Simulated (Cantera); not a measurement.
Input: 1 mol Si, 0.18 mol CO, 6 mol N2, 1.6 mol NH3, held at 1298 K and 10000 Pa.

Cantera equilibrium calculation (NASA polynomials, part measured and part estimated; ideal gas, pure solids and liquids). Candidate condensed phases: C, C6H6, C7H8, C8H18, H2O, Si, SiC, SiO2, Si2N2O, Si3N4; 151 gas species. Mutual solubility and eutectic melting of coexisting phases are not modelled. The numbers say what is thermodynamically allowed, not how fast it happens.

Base state: N2 0.721, H2 0.279, HCN 9.11e-5, CH4 6.21e-5 (mole fractions); condensed: C(graphite) + Si2N2O(s) + Si3N4(s).

**Question.** What changes in the equilibrium state with this change: pressure from 10000 Pa to 133 Pa?

**Answer.** 
```
species            before    after
----------------  -------  -------
N2                  0.721    0.724
H2                  0.279    0.275
CO                6.21e-6  5.22e-5
CH4               6.21e-5  3.80e-7
H                 1.79e-6  1.54e-5
HCN               9.11e-5  4.28e-5
C(graphite), mol    0.179        0
Si2N2O(s), mol      0.180    0.180
Si3N4(s), mol       0.213    0.154
SiC(s), mol             0    0.179
```

**Question.** What changes in the equilibrium state with this change: temperature from 1298 K to 1973.15 K?

**Answer.** 
| species | before | after |
|---|---|---|
| N2 | 0.721 | 0.724 |
| H2 | 0.279 | 0.254 |
| SiO | <1e-9 | 0.0150 |
| CO | 6.21e-6 | 0.00421 |
| Si | <1e-9 | 0.000316 |
| SiH | <1e-9 | 3.64e-5 |
| Si2N | <1e-9 | 3.18e-5 |
| SiN | <1e-9 | 2.36e-5 |
| C(graphite), mol | 0.179 | 0 |
| Si2N2O(s), mol | 0.180 | 0 |
| Si3N4(s), mol | 0.213 | 0 |
| Si(l), mol | 0 | 0.717 |
| SiC(s), mol | 0 | 0.138 |
The tables' values for SiN are old estimates; treat these amounts as uncertain. Gases not in the tables: Si2H6 and higher silanes.

**Question.** What changes in the equilibrium state with this change: NH3 from 1.6 to 0.52 mol?

**Answer.** 
| species | before | after |
|---|---|---|
| N2 | 0.721 | 0.879 |
| H2 | 0.279 | 0.121 |
| HCN | 9.11e-5 | 6.63e-5 |
| CH4 | 6.21e-5 | 1.17e-5 |
| C(graphite), mol | 0.179 | 0.179 |
| Si2N2O(s), mol | 0.180 | 0.180 |
| Si3N4(s), mol | 0.213 | 0.213 |
